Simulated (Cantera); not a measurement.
Input: 1 mol SiH₄, 3.4 mol O₂, 74 mol H₂, equilibrated at 44.0 Pa.

Method: chemical equilibrium by Gibbs-energy minimisation in Cantera with the NASA 1993 tables (ideal gas, pure condensed phases). Candidate condensed phases: H₂O, Si, SiO₂; 18 gas species. The tables hold silica as quartz up to 1696 K and as liquid above; real silica turns to tridymite and cristobalite and melts near 1996 K. Equilibrium is a limit: real reactors are often held back by kinetics, nucleation or transport.

x: gas mole fraction; n: condensed amount in mol.

```csv
T (K),x H₂,x H₂O,x H,x SiO,n SiO₂(β-quartz),n SiO₂(condensed)
950,0.937,0.0632,2.57e-8,<1e-12,1.00,0
1100,0.937,0.0632,1.19e-6,7.07e-12,1.00,0
1250,0.937,0.0632,2.23e-5,9.40e-9,1.000,0
1400,0.937,0.0632,?,?,1.000,0
1550,0.935,0.0633,?,?,0.982,0
1700,0.915,0.0705,0.00672,0.00814,0,0.374
1850,0.889,0.0743,0.0242,0.0128,0,0
```

What belongs in the gaps?


- 1550, x H: 0.00145
- 1550, x SiO: 0.000233
- 1400, x H: 0.000224
- 1400, x SiO: 2.59e-6
